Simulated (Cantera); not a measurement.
What does this Cantera script print?

```python
import numpy as np
import cantera as ct

gas = ct.Solution("h2o2.yaml")
gas.TPX = 998, 1333, {'H2': 0.014, 'O2': 1, 'N2': 2}
reactor = ct.IdealGasConstPressureReactor(gas, energy="off", clone=False)
net = ct.ReactorNet([reactor])
net.rtol, net.atol = 1e-08, 1e-18
show = ['H2', 'O2', 'H2O2', 'HO2', 'OH']
times = np.geomspace(2e-05, 1, 15)

steps = ct.SolutionArray(gas, extra=["t"])
rows = []
print(f"{'t/s':>10s}{'T/K':>9s}{'P/Pa':>11s}" + "".join(f"{s:>11s}" for s in show))
for t in times:
    while net.time < t:
        t_next = net.step()
        steps.append(gas.state, t=t_next)
    rows.append([np.interp(t, steps.t, y) for y in (steps.T, steps.P, *steps(*show).X.T)])
    print(f"{t:10.3e}{rows[-1][0]:9.1f}{rows[-1][1]:11.4g}" + "".join(f"{x:11.3e}" for x in rows[-1][2:]))
rate = np.gradient(steps.T, steps.t)
print("integrator steps:", len(steps.t))
if steps.T.max() > steps.T[0] + 200:
    print(f"time of steepest temperature rise: {steps.t[rate.argmax()]:.4e} s")
gas.TPX = 998, 1333, {'H2': 0.014, 'O2': 1, 'N2': 2}
gas.equilibrate("TP")
print(f"equilibrium (TP): T = {gas.T:.1f} K  " + "  ".join(f"{s} {gas[s].X[0]:.3e}" for s in show))
```

It prints:

```
       t/s      T/K       P/Pa         H2         O2       H2O2        HO2         OH
 2.000e-05    998.0       1333  4.645e-03  3.318e-01  1.320e-19  2.832e-13  7.083e-15
 4.332e-05    998.0       1333  4.645e-03  3.318e-01  6.195e-19  6.136e-13  3.240e-14
 9.382e-05    998.0       1333  4.645e-03  3.318e-01  2.909e-18  1.330e-12  1.439e-13
 2.032e-04    998.0       1333  4.645e-03  3.318e-01  1.361e-17  2.886e-12  6.020e-13
 4.401e-04    998.0       1333  4.645e-03  3.318e-01  6.396e-17  6.270e-12  2.280e-12
 9.533e-04    998.0       1333  4.645e-03  3.318e-01  3.010e-16  1.364e-11  7.526e-12
 2.065e-03    998.0       1333  4.645e-03  3.318e-01  1.419e-15  2.981e-11  2.322e-11
 4.472e-03    998.0       1333  4.645e-03  3.318e-01  6.750e-15  6.630e-11  9.010e-11
 9.686e-03    998.0       1333  4.645e-03  3.318e-01  3.406e-14  1.711e-10  8.551e-10
 2.098e-02    998.0       1333  4.645e-03  3.318e-01  5.441e-13  3.771e-09  8.412e-08
 4.544e-02    998.0       1333  2.872e-03  3.304e-01  4.808e-08  1.517e-06  3.566e-04
 9.842e-02    998.0       1333  4.268e-05  3.288e-01  1.160e-08  9.795e-07  1.614e-04
 2.132e-01    998.0       1333  1.363e-05  3.295e-01  8.335e-09  6.698e-07  9.613e-05
 4.617e-01    998.0       1333  4.856e-06  3.300e-01  7.639e-09  4.224e-07  5.709e-05
 1.000e+00    998.0       1333  1.347e-06  3.301e-01  6.444e-09  2.213e-07  3.047e-05
integrator steps: 1165
equilibrium (TP): T = 998.0 K  H2 5.815e-12  O2 3.302e-01  H2O2 8.478e-13  HO2 9.284e-11  OH 7.886e-08
```

Detailed kinetics in Cantera: the H2/O2 subset of GRI-Mech 3.0, which has no nitrogen chemistry. Radical loss at walls, strong at low pressure, is not modelled.
